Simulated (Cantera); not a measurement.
Source: NASA polynomial tables (part measured, part estimated), evaluated in Cantera. Values are per mole of reaction as written; species without (g) are pure solids or liquids, kept so even where they would boil at 1 bar.

**Question.** Between 1023 and 1823 K, where is each reaction favourable under standard conditions?
- 4 Cu + CO2(g) ⇌ C + 2 Cu2O

**Answer.** 
- 4 Cu + CO2(g) ⇌ C + 2 Cu2O: ΔG° is 208 kJ at 1023 K and 311 kJ at 1823 K; it stays positive (K < 1). ΔH° is 156 kJ and ΔS° -85 J/K at 1823 K.
